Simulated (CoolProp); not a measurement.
Vapour-liquid equilibrium of CH2F2 (R32) (1) + R227EA (2) at 278 K; x and y are mole fractions of (1).

The numbers come from the multi-fluid Helmholtz-energy mixture model, Tillner-Roth 1997 and Lemmon 2016; pair parameters Bell 2016 in CoolProp.

### Question
Give the bubble pressure and the first vapour's composition at x = 0.425, 0.575, 0.65. Is there an azeotrope?

### Answer
x = 0.425: 0.5765 MPa, y = 0.728; x = 0.575: 0.6810 MPa, y = 0.815; x = 0.65: 0.7296 MPa, y = 0.851. No azeotrope shows between x = 0.05 and 0.95.

The pair parameters rest on a limited set of measurements; away from them the model extrapolates.
